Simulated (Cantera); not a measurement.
Si3N4 + H2 (sublimation and decomposition of ceramics)

Input: 1 mol Si3N4, 0.019 mol H2.

These are equilibrium values from Cantera (NASA tables, ideal gas, pure condensed phases), not measurements of a reactor. Candidate condensed phases: Si, Si3N4; 18 gas species. Mutual solubility and eutectic melting of coexisting phases are not modelled. Kinetics and transport are ignored.

Map the stable condensed phases over T = 2273, 2323, 2373, 2423, 2473, 2523, 2573, 2623, 2673, 2723, 2773, 2823, 2873, 2923 K and P in Pa = 1, 10, 100, 1000, 10000, 100000, 1000000.


```
T in K \ P in Pa
               1      10     100    1000   10000  100000 1000000
   2923        A       A       A       A       A       B       B
   2873        A       A       A       A       B       B       B
   2823        A       A       A       A       B       B       B
   2773        A       A       A       A       B       B       B
   2723        A       A       A       A       B       B       B
   2673        A       A       A       A       B       B       B
   2623        A       A       A       A       B       B       B
   2573        A       A       A       A       B       B       B
   2523        A       A       A       B       B       B       B
   2473        A       A       A       B       B       B       B
   2423        A       A       A       B       B       B       B
   2373        A       A       A       B       B       B       B
   2323        A       A       A       B       B       B       C
   2273        A       A       A       B       B       B       C
```
A: gas only; B: Si; C: Si + Si3N4.
